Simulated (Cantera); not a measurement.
Input: 1 mol Ni, 0.23 mol H₂S, 2.6 mol N₂, equilibrated at 1302 °C and 27.8 Torr.

Cantera equilibrium calculation (NASA polynomials, part measured and part estimated; ideal gas, pure solids and liquids). Candidate condensed phases: Ni, NiS, NiS₂, Ni₃S₂, Ni₃S₄, S; 17 gas species. Metal and sulfide melt together well below either melting point, which pure phases cannot show. Mutual solubility and eutectic melting of coexisting phases are not modelled. Rates play no part.

Base state: N₂ 0.918, H₂ 0.0800, H₂S 0.00107, S₂ 0.000736, SH 0.000165, H 6.11e-5, S 1.32e-5 (mole fractions); condensed: Ni(s) + Ni₃S₂(l).

Problem. What changes in the equilibrium state with this change: Ni replaced by Fe?

Solution. 
| species | before | after |
|---|---|---|
| N₂ | 0.918 | 0.918 |
| H₂ | 0.0800 | 0.0797 |
| H₂S | 0.00107 | 0.00134 |
| S₂ | 0.000736 | 0.00115 |
| Fe | 0 | 1.85e-5 |
| S | 1.32e-5 | 1.65e-5 |
| SH | 0.000165 | 0.000206 |
| H | 6.11e-5 | 6.10e-5 |
| Ni(s), mol | 0.667 | 0 |
| Ni₃S₂(l), mol | 0.111 | 0 |
| Fe(γ), mol | 0 | 0.781 |
| FeS(l), mol | 0 | 0.219 |
FeS: taken at fixed stoichiometry. Further candidate phases: Fe, FeS, FeS₂.
